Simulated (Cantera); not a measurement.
Input (Python, Cantera) and output of one run.

```python
import numpy as np
import cantera as ct

gas_names = """
    F FO FO2 F2 F2O H HF HOF HO2 H2 H2F2 H2O H2O2 H3F3 H4F4 H5F5 H6F6 H7F7 O OH O2 O3 Si SiF SiF2 SiF3
    SiF4 SiH SiHF3 SiH2 SiH2F2 SiH3 SiH3F SiH4 SiO SiO2 Si2 Si3
""".split()
cond_names = """
    H2O(s) H2O(L) Si(cr) Si(L) SiO2(Lqz) SiO2(hqz) SiO2(L)
""".split()


# ... load() reads the species with a 1 bar reference pressure and builds the phases ...
atoms = {
    'SiO2': {'Si': 1, 'O': 2},
    'F2': {'F': 2},
    'H2': {'H': 2},
}
top_T = {}  # K; cautious upper limits of use, not melting points


# ... equilibrate(T, P, feed) seeds the gas with the atoms and calls Mixture.equilibrate('TP', solver="vcs", rtol=1e-11, max_steps=5000) ...
results = []
feed = {'SiO2': 1, 'F2': 1.7, 'H2': 13}  # mol
T = 1098  # K
P = 55000  # Pa
mix = equilibrate(T, P, feed)
results.append((T, P, feed, dict(zip(mix.species_names, mix.species_moles))))
print(gas.report(threshold=0.001))
for i in range(1, mix.n_phases):
    print(f"{mix.phase(i).name:16s} {mix.phase_moles(i):12.5e} mol")
```

Output:

```
       temperature   1098 K
          pressure   55000 Pa
           density   0.049807 kg/m^3
  mean mol. weight   8.2673 kg/kmol
   phase of matter   gas

                          1 kg             1 kmol
                     ---------------   ---------------
          enthalpy       -8.6044e+06       -7.1134e+07  J
   internal energy       -9.7086e+06       -8.0264e+07  J
           entropy             23759        1.9642e+05  J/K
    Gibbs function       -3.4692e+07       -2.8681e+08  J
 heat capacity c_p            4072.2             33666  J/K
 heat capacity c_v            3066.5             25351  J/K

                      mass frac. Y      mole frac. X     chem. pot. / RT
                     ---------------   ---------------   ---------------
                HF           0.27202           0.11241           -55.562
                H2           0.19336           0.79295           -18.573
               H2O           0.13748          0.063091           -55.015
              SiF4           0.39711          0.031543           -221.01
     [  +34 minor]         2.323e-05        2.3684e-06

Si(cr)            0.00000e+00 mol
SiO2(hqz)         5.50460e-01 mol
```

These are equilibrium values from Cantera (NASA tables, ideal gas, pure condensed phases), not measurements of a reactor.
